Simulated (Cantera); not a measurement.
Feed: 1 mol FeS2, 1.5 mol SO3, 32 mol N2, held at 552 °C and 10000 Pa.

These are equilibrium values from Cantera (NASA tables, ideal gas, pure condensed phases), not measurements of a reactor. Candidate condensed phases: Fe, FeO, FeS, FeSO4, FeS2, Fe2O3, Fe2(SO4)3, Fe3O4, S; 19 gas species. FeS: taken at fixed stoichiometry. Gases not in the tables: S3 to S7. Kinetics and transport are ignored.

Base state: N2 0.931, SO2 0.0654, S2 0.00354, S2O 0.000134 (mole fractions); condensed: FeS(s).

**Question.** What changes in the equilibrium state with this change: SO3 from 1.5 to 0.1 mol?

**Answer.** 
```tsv
species	before	after
N2	0.931	0.992
SO2	0.0654	0.00463
S2	0.00354	0.00360
S2O	0.000134	3.62e-5
FeS(s), mol	1.00	0.284
FeS2(s), mol	0	0.716
```
